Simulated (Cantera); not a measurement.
A freely propagating, adiabatic, planar premixed flame of 4.04 % CH4, 6.05 % C2H6, 22.5 % O2, 67.4 % N2, equivalence ratio 1.3, unburnt at 325 K and 4.93 atm; mixture-averaged transport, grid criteria slope 0.08 and curve 0.16, no radiation.

Detailed kinetics in Cantera: GRI-Mech 3.0 (53 species, 325 reactions). Burning velocities carry a grid error of a few per cent, more on coarse grids.

Question: Predict: laminar burning velocity; thermal thickness; peak x(CH2); peak x(H2); peak x(CH3).

Answer: 
```
Property                      Value
------------------------  ---------
laminar burning velocity  37.1 cm/s
thermal thickness         0.0940 mm
peak x(CH2)                 8.68e-5
peak x(H2)                   0.0453
peak x(CH3)                 0.00293
```
